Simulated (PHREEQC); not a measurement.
0.4 g of hydrous ferric oxide (600 m²/g; 0.2 weak and 0.005 strong sites per Fe, Dzombak-Morel constants, diffuse double layer) in 1 kg of water with 0.005 mol/kgw of an inert sodium salt and 0.13 mmol/kgw BaCl2, at 25 °C; the pH is set by adding NaOH or the inert anion's acid. Oxygen is held at 0.21 atm. The system is closed to CO2. Precipitation was switched off in this run.

Base run: PHREEQC, ion-association model, wateq4f.dat. Each further column changes one thing. The table gives surface charge σ (C/m²).

| pH | base | background salt from 0.005 to 0.0005 mol/kgw | oxide from 0.4 to 2 g/kgw |
|---|---|---|---|
| 4 | 0.188 | 0.118 | 0.195 |
| 4.38 | 0.147 | 0.086 | 0.152 |
| 5.12 | 0.085 | 0.044 | 0.087 |
| 5.5 | 0.061 | 0.030 | 0.063 |
| 5.88 | 0.044 | 0.020 | 0.044 |
| 6.62 | 0.021 | 0.009 | 0.021 |
| 7 | 0.013 | 0.006 | 0.013 |
| 7.38 | 0.008 | 0.003 | 0.008 |
| 8.12 | 0.001 | 0.000 | 0.001 |
| 8.5 | -0.003 | -0.001 | -0.003 |
| 8.88 | -0.007 | -0.003 | -0.007 |
| 9.62 | -0.016 | -0.006 | -0.019 |
| 10 | -0.022 | -0.010 | -0.028 |
